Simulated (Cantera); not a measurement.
**Thermodynamics of chlorosilane synthesis and conversion, feed Si + HCl + H₂**

Feed: 1 mol Si, 2.2 mol HCl, 9.2 mol H₂, at 0.110 bar.

Equilibrium computed with Cantera from the NASA thermochemical tables; the gas is ideal and each condensed phase is pure. Candidate condensed phases: Si; 19 gas species. The tables' values for SiCl₃ are old estimates; treat these amounts as uncertain. The numbers say what is thermodynamically allowed, not how fast it happens.

```csv
T (°C),log p H₂,log p HCl,log p SiCl₄,log p SiCl₂,log p SiHCl₃,log p SiCl₃,log p SiH₂Cl₂,n Si(s)
575,-0.98,-3.42,-2.39,-5.78,-2.74,-5.01,-4.16,0.411
675,-0.99,-2.96,-2.40,-4.76,-2.77,-4.34,-4.14,0.429
775,-0.99,-2.61,-2.44,-3.95,-2.82,-3.83,-4.14,0.461
875,-1.00,-2.33,-2.54,-3.32,-2.91,-3.45,-4.18,0.500
975,-1.01,-2.13,-2.75,-2.85,-3.08,-3.23,-4.28,0.527
1075,-1.02,-2.01,-3.12,-2.56,-3.37,-3.19,-4.46,0.528
1175,-1.02,-1.96,-3.66,-2.42,-3.79,-3.32,-4.73,0.514
```
log p: log10 of the partial pressure in bar; n: condensed amount in mol.

From 575 °C to 1175 °C the condensed part is Si(s). The main Si-bearing gas is SiCl₄ at 575 °C and SiCl₂ at 1175 °C. The share of Si in condensed phases is highest at 1075 °C (52.8 %) and lowest at 575 °C (41.1 %).
